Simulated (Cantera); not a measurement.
What does this Cantera script print?

```python
import numpy as np
import cantera as ct

gas_names = """
    Fe FeO Fe(OH)2 H HO2 H2 H2O H2O2 O OH O2 O3
""".split()
cond_names = """
    Fe(a) Fe(c) Fe(d) Fe(L) FeO(s) FeO(L) Fe(OH)2(s) Fe(OH)3(s) Fe2O3(s) Fe3O4(s) H2O(s) H2O(L)
""".split()


# ... load() reads the species with a 1 bar reference pressure and builds the phases ...
atoms = {
    'Fe3O4': {'Fe': 3, 'O': 4},
    'H2': {'H': 2},
    'H2O': {'H': 2, 'O': 1},
}
top_T = {'Fe2O3(s)': 1830, 'Fe3O4(s)': 1870}  # K; cautious upper limits of use, not melting points


# ... equilibrate(T, P, feed) seeds the gas with the atoms and calls Mixture.equilibrate('TP', solver="vcs", rtol=1e-11, max_steps=5000) ...
results = []
feed = {'Fe3O4': 1, 'H2': 0.3, 'H2O': 2.2}  # mol
T = 1650  # K
P = 1333.22  # Pa
mix = equilibrate(T, P, feed)
results.append((T, P, feed, dict(zip(mix.species_names, mix.species_moles))))
print(gas.report(threshold=0.001))
for i in range(1, mix.n_phases):
    print(f"{mix.phase(i).name:16s} {mix.phase_moles(i):12.5e} mol")
```

Result:

```
       temperature   1650 K
          pressure   1333.2 Pa
           density   0.001728 kg/m^3
  mean mol. weight   17.781 kg/kmol
   phase of matter   gas

                          1 kg             1 kmol
                     ---------------   ---------------
          enthalpy       -1.0285e+07       -1.8287e+08  J
   internal energy       -1.1056e+07       -1.9659e+08  J
           entropy             16352        2.9075e+05  J/K
    Gibbs function       -3.7266e+07       -6.6261e+08  J
 heat capacity c_p            2730.8             48556  J/K
 heat capacity c_v            2263.2             40242  J/K

                      mass frac. Y      mole frac. X     chem. pot. / RT
                     ---------------   ---------------   ---------------
                H2         0.0016807          0.014823           -27.414
               H2O           0.99766           0.98469            -48.62
     [  +10 minor]         0.0006552        0.00048874

Fe(c)             0.00000e+00 mol
FeO(s)            0.00000e+00 mol
FeO(L)            7.90055e-01 mol
Fe2O3(s)          0.00000e+00 mol
Fe3O4(s)          7.36600e-01 mol
```

Cantera equilibrium calculation (NASA polynomials, part measured and part estimated; ideal gas, pure solids and liquids). Mutual solubility and eutectic melting of coexisting phases are not modelled. The tables' stoichiometric FeO is somewhat more stable than real wüstite, so its field is too wide. FeO: taken at fixed stoichiometry.
